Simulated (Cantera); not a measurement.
What does this Cantera script print?

```python
import numpy as np
import cantera as ct

gas = ct.Solution("gri30.yaml")
gas.TPX = 1498, 500000, {'CH4': 1, 'H2O': 4.9}
reactor = ct.IdealGasConstPressureReactor(gas, energy="off", clone=False)
net = ct.ReactorNet([reactor])
net.rtol, net.atol = 1e-08, 1e-18
show = ['CH4', 'H2O', 'H', 'C2H2', 'O2', 'HO2']
times = np.geomspace(1e-05, 50, 15)

steps = ct.SolutionArray(gas, extra=["t"])
rows = []
print(f"{'t/s':>10s}{'T/K':>9s}{'P/Pa':>11s}" + "".join(f"{s:>11s}" for s in show))
for t in times:
    while net.time < t:
        t_next = net.step()
        steps.append(gas.state, t=t_next)
    rows.append([np.interp(t, steps.t, y) for y in (steps.T, steps.P, *steps(*show).X.T)])
    print(f"{t:10.3e}{rows[-1][0]:9.1f}{rows[-1][1]:11.4g}" + "".join(f"{x:11.3e}" for x in rows[-1][2:]))
rate = np.gradient(steps.T, steps.t)
print("integrator steps:", len(steps.t))
if steps.T.max() > steps.T[0] + 200:
    print(f"time of steepest temperature rise: {steps.t[rate.argmax()]:.4e} s")
gas.TPX = 1498, 500000, {'CH4': 1, 'H2O': 4.9}
gas.equilibrate("TP")
print(f"equilibrium (TP): T = {gas.T:.1f} K  " + "  ".join(f"{s} {gas[s].X[0]:.3e}" for s in show))
```

It prints:

```
       t/s      T/K       P/Pa        CH4        H2O          H       C2H2         O2        HO2
 1.000e-05   1498.0      5e+05  1.695e-01  8.305e-01  2.141e-08  3.355e-13  1.637e-17  2.002e-17
 3.010e-05   1498.0      5e+05  1.695e-01  8.305e-01  2.221e-08  3.917e-11  1.114e-15  4.674e-16
 9.057e-05   1498.0      5e+05  1.694e-01  8.305e-01  2.470e-08  3.063e-09  3.047e-14  2.764e-15
 2.726e-04   1498.0      5e+05  1.692e-01  8.305e-01  2.848e-08  9.370e-08  2.190e-13  4.428e-15
 8.203e-04   1498.0      5e+05  1.687e-01  8.304e-01  4.177e-08  2.306e-06  1.206e-12  8.251e-15
 2.469e-03   1498.0      5e+05  1.669e-01  8.299e-01  9.237e-08  6.080e-05  7.103e-12  1.575e-14
 7.430e-03   1498.0      5e+05  1.614e-01  8.268e-01  2.485e-07  9.868e-04  2.933e-11  1.910e-14
 2.236e-02   1498.0      5e+05  1.471e-01  8.162e-01  6.353e-07  6.308e-03  5.147e-11  1.966e-14
 6.730e-02   1498.0      5e+05  1.191e-01  7.927e-01  1.335e-06  1.732e-02  2.150e-11  1.519e-14
 2.025e-01   1498.0      5e+05  8.154e-02  7.536e-01  2.335e-06  2.748e-02  7.790e-12  1.143e-14
 6.095e-01   1498.0      5e+05  6.086e-02  6.971e-01  3.319e-06  2.450e-02  4.629e-12  9.363e-15
 1.834e+00   1498.0      5e+05  5.822e-02  6.299e-01  3.774e-06  1.144e-02  3.093e-12  5.965e-15
 5.520e+00   1498.0      5e+05  4.490e-02  5.635e-01  4.218e-06  3.487e-03  2.010e-12  3.769e-15
 1.661e+01   1498.0      5e+05  2.508e-02  5.091e-01  4.603e-06  6.692e-04  1.312e-12  2.534e-15
 5.000e+01   1498.0      5e+05  8.228e-03  4.724e-01  4.861e-06  5.328e-05  9.490e-13  1.913e-15
integrator steps: 1812
equilibrium (TP): T = 1498.0 K  CH4 1.566e-06  H2O 4.560e-01  H 4.999e-06  C2H2 1.802e-12  O2 8.205e-13  HO2 1.697e-15
```

Detailed kinetics in Cantera: GRI-Mech 3.0 (53 species, 325 reactions).
